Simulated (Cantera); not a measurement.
Mixture: CH4 : CO : O2 : N2 : CO2 = 1 : 1.2 : 4.26 : 16 : 0.63 (molar parts), equivalence ratio 0.61, at 5.60 bar, adiabatic and at constant volume. Ignition delay is the time to a rise of 400 K.

Computed with Cantera and GRI-Mech 3.0 (53 species, 325 reactions).

Q: At T0 = 1350 K, what is the delay, and which 6 reactions control it most (d ln τ / d ln k, from doubling and halving each rate constant)?

A: The delay is 1.22 ms.
```json
[
 {"reaction": "2 CH3 (+M) <=> C2H6 (+M)", "d ln τ / d ln k": "0.69", "faster rate": "lengthens it"},
 {"reaction": "CH3 + O2 <=> CH3O + O", "d ln τ / d ln k": "-0.57", "faster rate": "shortens it"},
 {"reaction": "CH3 + HO2 <=> CH3O + OH", "d ln τ / d ln k": "-0.42", "faster rate": "shortens it"},
 {"reaction": "H + O2 <=> O + OH", "d ln τ / d ln k": "-0.40", "faster rate": "shortens it"},
 {"reaction": "CH3 + O2 <=> CH2O + OH", "d ln τ / d ln k": "-0.38", "faster rate": "shortens it"},
 {"reaction": "CH4 + OH <=> CH3 + H2O", "d ln τ / d ln k": "0.37", "faster rate": "lengthens it"}
]
```
